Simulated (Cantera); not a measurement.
**Equilibrium for silicon nitride deposition: SiHCl3 + NH3 + N2**

Feed: 1 mol SiHCl3, 2.1 mol NH3, 1.2 mol N2, at 877 °C.

Cantera equilibrium calculation (NASA polynomials, part measured and part estimated; ideal gas, pure solids and liquids). Candidate condensed phases: NH4Cl, Si, Si3N4; 28 gas species. The tables' values for SiCl3 are old estimates; treat these amounts as uncertain. Kinetics and transport are ignored.

```
P (Pa)  x HCl   x H2   x N2  x SiCl4   x SiCl2   x SiCl3  x SiHCl3  n Si3N4(s)
------  -----  -----  -----  -------  --------  --------  --------  ----------
5       0.409  0.336  0.243  0.00423   0.00658   0.00159   7.05e-5       0.305
36      0.407  0.339  0.243  0.00788   0.00173   0.00112  0.000133       0.309
260     0.393  0.347  0.245   0.0125  0.000420  0.000694  0.000225       0.302
1900    0.373  0.359  0.249   0.0182   9.59e-5  0.000400  0.000356       0.291
14000   0.348  0.372  0.254   0.0247   2.10e-5  0.000218  0.000536       0.277
100000  0.321  0.387  0.259   0.0316   4.58e-6  0.000115  0.000771       0.261
```
x: gas mole fraction; n: condensed amount in mol.

From 5.00e-5 bar to 1.00 bar the condensed part is Si3N4(s). The main Si-bearing gas is SiCl2 at 5.00e-5 bar and SiCl4 at 1.00 bar. The share of Si in condensed phases is highest at 0.000360 bar (92.7 %) and lowest at 1.00 bar (78.4 %).
